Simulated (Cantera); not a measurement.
**Thermodynamics of chlorosilane synthesis and conversion, feed SiCl4 + H2 + HCl**

Charge: 1 mol SiCl4, 2.1 mol H2, 1 mol HCl, equilibrated at 1148.15 K and 9.30 bar.

Method: chemical equilibrium by Gibbs-energy minimisation in Cantera with the NASA 1993 tables (ideal gas, pure condensed phases). Candidate condensed phases: Si; 19 gas species. The tables' values for SiCl3 are old estimates; treat these amounts as uncertain. Rates play no part.

```yaml
x(H2): 0.502
x(HCl): 0.254
x(SiCl4): 0.234
x(SiHCl3): 0.00931
x(SiCl3): 0.000392
x(SiH2Cl2): 4.64e-5
x(SiCl2): 7.25e-6
gas_amount: 4.101 mol
log10 activity of Si(s) (absent): -4.59
```
